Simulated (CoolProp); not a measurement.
1000 sccm (0 °C, 1 atm) of nitrogen bubbles through liquid n-octane at 350.9 K and leaves saturated at a total pressure of 0.15 MPa (ideal gas phase). Each further row changes one setting.

Computed with CoolProp (reference Helmholtz-energy equation of state, Beckmüller 2019).

```
case                      vapour pressure (kPa)  mole fraction of vapour  delivery (mg/min)  delivery (sccm)  change of delivery for a bath 1 K warmer (%)
------------------------  ---------------------  -----------------------  -----------------  ---------------  --------------------------------------------
as stated                                  21.5                    0.143                  …                …                                           4.5
bath temperature 355.9 K                      …                        …                  …                …                                           4.5
total pressure 0.3 MPa                     21.5                        …                393             77.0                                           4.1
```

Some entries are withheld; supply them.


- as stated, delivery (mg/min): 851
- as stated, delivery (sccm): 167
- bath temperature 355.9 K, vapour pressure (kPa): 25.8
- bath temperature 355.9 K, mole fraction of vapour: 0.172
- bath temperature 355.9 K, delivery (mg/min): 1060
- bath temperature 355.9 K, delivery (sccm): 208
- total pressure 0.3 MPa, mole fraction of vapour: 0.0715
